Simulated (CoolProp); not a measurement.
Vapour-liquid equilibrium of n-octane (1) + m-xylene (2) at 19.8 kPa; x and y are mole fractions of (1).

Computed with CoolProp (multi-fluid Helmholtz-energy mixture model, Beckmüller 2019 and Zhou 2012; pair parameters Bell 2016).

```
x      bubble temperature (°C)  y at the bubble point  dew temperature at overall composition x (°C)  liquid density (mol/L)
-----  -----------------------  ---------------------  ---------------------------------------------  ----------------------
0.05                      86.2                  0.081                                           86.6                   7.469
0.125                     85.0                  0.191                                           85.7                   7.305
0.2                       83.8                  0.289                                           84.9                   7.147
0.275                     82.8                  0.379                                           84.0                   6.994
0.35                      81.8                  0.460                                            ___                   6.846
0.425                     80.9                  0.535                                           82.2                   6.703
0.5                       80.0                  0.605                                           81.3                   6.564
0.575                     79.3                  0.671                                            ___                   6.430
0.65                      78.5                  0.734                                           79.5                   6.300
0.725                     77.9                  0.794                                           78.6                   6.174
0.8                       77.2                  0.852                                           77.8                   6.052
0.875                     76.6                  0.908                                           77.0                   5.934
0.95                      76.0                  0.964                                            ___                   5.820
```

**Question.** What belongs in the gaps?

**Answer.** 
- 0.35, dew temperature at overall composition x (°C): 83.1
- 0.575, dew temperature at overall composition x (°C): 80.4
- 0.95, dew temperature at overall composition x (°C): 76.2

No azeotrope shows between x = 0.05 and 0.95.

Pair parameters are fitted to limited data, so mixtures are less certain than the pure fluids.
